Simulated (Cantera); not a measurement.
A perfectly stirred reactor is fed with 3.70 % CH4, 96.3 % N2, at 0.555 Torr; it is held at 1925 K, and followed from long to short residence time.

Detailed kinetics in Cantera: GRI-Mech 3.0 (53 species, 325 reactions). GRI-Mech 3.0 stops at C3 and has no aromatics, soot or wall deposition, so with more carbon than oxygen in the feed, carbon stays in small species such as C2H2 where larger ones or solid carbon would form. Radical loss at walls, strong at low pressure, is not modelled.

x: mole fraction; the columns are a selection and need not sum to one.

```csv
τ (s),x CH4,x H,x C2H4,x CH3,x C2H
0.57,0.0208,0.000115,0.000702,0.00162,4.93e-7
0.26,…,…,0.000752,0.00166,…
0.12,0.0341,1.90e-5,0.000343,0.00122,4.58e-8
0.056,0.0362,7.50e-6,6.62e-5,0.000655,5.96e-9
0.026,0.0367,4.95e-6,8.49e-6,0.000312,3.56e-10
0.012,0.0369,4.30e-6,9.03e-7,0.000143,1.03e-11
0.0054,0.0370,3.93e-6,7.89e-8,6.25e-5,<1e-12
0.0025,0.0370,3.45e-6,6.63e-9,2.74e-5,<1e-12
0.0011,0.0370,2.68e-6,4.05e-10,1.09e-5,<1e-12
0.00052,0.0370,…,2.86e-11,…,<1e-12
0.00024,0.0370,1.11e-6,1.99e-12,1.85e-6,<1e-12
```

### Question
What belongs in the gaps?

### Answer

- 0.26, x CH4: 0.0285
- 0.26, x H: 5.53e-5
- 0.26, x C2H: 2.02e-7
- 0.00052, x H: 1.86e-6
- 0.00052, x CH3: 4.55e-6
